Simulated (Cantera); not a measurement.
## Thermodynamics of hydrogen reduction and annealing atmospheres, feed Cr₂O₃ + H₂

Charge: 1 mol Cr₂O₃, a varied amount of H₂, held at 1.50 mbar.

These are equilibrium values from Cantera (NASA tables, ideal gas, pure condensed phases), not measurements of a reactor. Candidate condensed phases: Cr, Cr₂O₃, H₂O; 13 gas species. Mutual solubility and eutectic melting of coexisting phases are not modelled. Equilibrium is a limit: real reactors are often held back by kinetics, nucleation or transport.

Task: Map the stable condensed phases over T = 1125, 1200, 1275, 1350, 1425, 1500, 1575, 1650, 1725, 1800 K and n(H₂) in mol = 170, 210, 270, 340, 430, 550, 700, 880, 1100.

Result: 
```
T in K \ n(H₂) in mol
          170  210  270  340  430  550  700  880 1100
   1800     A    A    A    A    A    A    A    A    A
   1725     B    B    B    A    A    A    A    A    A
   1650     B    B    B    B    B    B    A    A    A
   1575     B    B    B    B    B    B    B    B    B
   1500     C    C    C    C    C    C    C    C    C
   1425     C    C    C    C    C    C    C    C    C
   1350     C    C    C    C    C    C    C    C    C
   1275     C    C    C    C    C    C    C    C    C
   1200     C    C    C    C    C    C    C    C    C
   1125     C    C    C    C    C    C    C    C    C
```
A: gas only; B: Cr₂O₃; C: Cr + Cr₂O₃.
